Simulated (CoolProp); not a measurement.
The numbers come from the reference Helmholtz-energy equation of state, Lemmon 2006 in CoolProp. It is a short technical equation, of lower accuracy than the large ones.

Q: For C3F8 (R218), give the phase and the speed of sound (m/s), expansivity (1/kK), conductivity (mW/(m K)) at 105.25 °C and 0.743 MPa; 105.25 °C and 0.825 MPa; 105.25 °C and 1.24 MPa.

A: 
- 105.25 °C and 0.743 MPa: gas; speed of sound 124, expansivity 3.42, conductivity 19.5
- 105.25 °C and 0.825 MPa: gas; speed of sound 123, expansivity 3.53, conductivity 19.6
- 105.25 °C and 1.24 MPa: gas; speed of sound 118, expansivity 4.18, conductivity 20.0

Thermal conductivity comes from a separate model (Huber 2003), an estimate that may be off by 10 % or more.
